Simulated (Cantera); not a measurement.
Charge: 1 mol Fe3O4, 980 mol H2, 9.8 mol N2, equilibrated at 2050 K and 18.0 Pa.

Cantera equilibrium calculation (NASA polynomials, part measured and part estimated; ideal gas, pure solids and liquids). Candidate condensed phases: Fe, FeO, Fe(OH)2, Fe(OH)3, Fe2O3, Fe3O4, H2O; 27 gas species. Rates play no part.

Problem. What is the equilibrium state?

Solution. 
```
Quantity                             Value
--------------------------------  --------
x(H2)                                0.830
x(H)                                 0.154
x(N2)                              0.00911
x(H2O)                             0.00363
x(Fe)                              0.00279
x(OH)                              7.37e-5
x(O)                               9.87e-6
gas amount                        1076 mol
log10 activity of Fe(l) (absent)     -3.10
```
